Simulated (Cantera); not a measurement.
Feed: 1 mol Zr, a varied amount of N2O, at 1500 K and 2.00 Pa.

Method: chemical equilibrium by Gibbs-energy minimisation in Cantera with the NASA 1993 tables (ideal gas, pure condensed phases). Candidate condensed phases: Zr, ZrN, ZrO2; 13 gas species. Mutual solubility and eutectic melting of coexisting phases are not modelled. ZrN: taken at fixed stoichiometry. Condensed phases not in the tables: solid solutions among these carbides, nitrides and lower oxides. Kinetics and transport are ignored.

log p: log10 of the partial pressure in bar; n: condensed amount in mol.

| n(N2O) (mol) | log p N2 | log p O2 | log p NO | log p O | log p NO2 | n ZrN(s) | n ZrO2(tetragonal) |
|---|---|---|---|---|---|---|---|
| 1.3 | -4.70 | <-16 | -16.32 | <-16 | <-16 | 0.350 | 0.650 |
| 1.6 | -4.70 | <-16 | -16.32 | <-16 | <-16 | 0.200 | 0.800 |
| 1.9 | -4.70 | <-16 | -16.32 | <-16 | <-16 | 0.0500 | 0.950 |
| 2.3 | -4.73 | -5.92 | -7.84 | ___ | -12.73 | 0 | 1.00 |
| 2.8 | -4.76 | -5.60 | -7.70 | ___ | -12.44 | 0 | 1.00 |
| 3.4 | -4.78 | -5.47 | -7.65 | ___ | -12.31 | 0 | 1.00 |
| 4.2 | -4.80 | -5.38 | -7.61 | -8.08 | -12.24 | 0 | 1.00 |
| 5.1 | -4.81 | -5.33 | -7.60 | -8.06 | -12.19 | 0 | 1.00 |
| 6.2 | -4.83 | -5.30 | -7.58 | -8.04 | -12.16 | 0 | 1.00 |

What belongs in the gaps?


- 2.3, log p O: -8.35
- 2.8, log p O: -8.19
- 3.4, log p O: -8.13
